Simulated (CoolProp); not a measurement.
Vapour-liquid equilibrium of R134a (1) + R1234ze(E) (2) at 271 K; x and y are mole fractions of (1).

Computed with CoolProp (multi-fluid Helmholtz-energy mixture model, Tillner-Roth 1994 and Thol 2016; pair parameters Bell 2022).

**Question.** Give the bubble pressure and the first vapour's composition at x = 0.65, 0.75, 0.85. Is there an azeotrope?

**Answer.** x = 0.65: 0.2546 MPa, y = 0.698; x = 0.75: 0.2598 MPa, y = 0.784; x = 0.85: 0.2645 MPa, y = 0.870. No azeotrope shows between x = 0.05 and 0.95.

Pair parameters are fitted to limited data, so mixtures are less certain than the pure fluids.
